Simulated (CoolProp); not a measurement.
The numbers come from the reference Helmholtz-energy equation of state, Penoncello 2003 in CoolProp.

Q: Give the vapour pressure (MPa), liquid density (kg/m³), vapour density (kg/m³), liquid cp (kJ/(kg K)) of saturated CHF3 (R23) at -43.45, -38.85, -6.65 °C.

A: 
| T (°C) | p (MPa) | liquid density (kg/m³) | vapour density (kg/m³) | liquid cp (kJ/(kg K)) |
|---|---|---|---|---|
| -43.45 | 0.620 | 1290 | 26.3 | 1.35 |
| -38.85 | 0.737 | 1260 | 31.3 | 1.38 |
| -6.65 | 2.08 | 1080 | 94.7 | 1.70 |
